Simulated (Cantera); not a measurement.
What does this Cantera script print?

```python
import numpy as np
import cantera as ct

gas_names = """
    F FO FO2 F2 F2O H HF HOF HO2 H2 H2F2 H2O H2O2 H3F3 H4F4 H5F5 H6F6 H7F7 O OH O2 O3 Si SiF SiF2 SiF3
    SiF4 SiH SiHF3 SiH2 SiH2F2 SiH3 SiH3F SiH4 SiO SiO2 Si2 Si3
""".split()
cond_names = """
    H2O(s) H2O(L) Si(cr) Si(L) SiO2(Lqz) SiO2(hqz) SiO2(L)
""".split()


# ... load() reads the species with a 1 bar reference pressure and builds the phases ...
atoms = {
    'SiF4': {'Si': 1, 'F': 4},
    'O2': {'O': 2},
    'H2': {'H': 2},
}
top_T = {}  # K; cautious upper limits of use, not melting points


# ... equilibrate(T, P, feed) seeds the gas with the atoms and calls Mixture.equilibrate('TP', solver="vcs", rtol=1e-11, max_steps=5000) ...
results = []
feed = {'SiF4': 1, 'O2': 6.7, 'H2': 0.68}  # mol
T = 800  # K
P = 133.322  # Pa
mix = equilibrate(T, P, feed)
results.append((T, P, feed, dict(zip(mix.species_names, mix.species_moles))))
x = sorted(zip(gas.X, gas.species_names), reverse=True)
print(f"T = {T:g} K  P = {P:g} Pa  gas = {mix.phase_moles(0):.4g} mol")
print("   x: " + "  ".join(f"{s} {v:.3e}" for v, s in x if v > 1e-06))
print("   condensed (mol): " + ("  ".join(f"{mix.phase(i).name} {mix.phase_moles(i):.4g}"
      for i in range(1, mix.n_phases) if mix.phase_moles(i) > 1e-12) or "none"))
```

Result:

```
T = 800 K  P = 133.322 Pa  gas = 8.297 mol
   x: O2 7.666e-01  HF 1.239e-01  SiF4 8.956e-02  H2O 2.003e-02
   condensed (mol): SiO2(Lqz) 0.2569
```

Cantera equilibrium calculation (NASA polynomials, part measured and part estimated; ideal gas, pure solids and liquids).
